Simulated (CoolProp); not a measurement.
Vapour-liquid equilibrium of R114 (1) + R113 (2) at 309.7 K; x and y are mole fractions of (1).

The numbers come from the multi-fluid Helmholtz-energy mixture model, Platzer 1990 and Marx 1992; pair parameters Bell 2016 in CoolProp. This equation is an older, rougher fit; its heat capacities, sound speeds and derivatives of the liquid may be far off and weren't checked against measurements.

Question: Give the bubble pressure and the first vapour's composition at x = 0.05, 0.65, 0.95. Is there an azeotrope?

Answer: x = 0.05: 0.08066 MPa, y = 0.180; x = 0.65: 0.2221 MPa, y = 0.881; x = 0.95: 0.2937 MPa, y = 0.986. No azeotrope shows between x = 0.05 and 0.95.

The pair parameters rest on a limited set of measurements; away from them the model extrapolates.
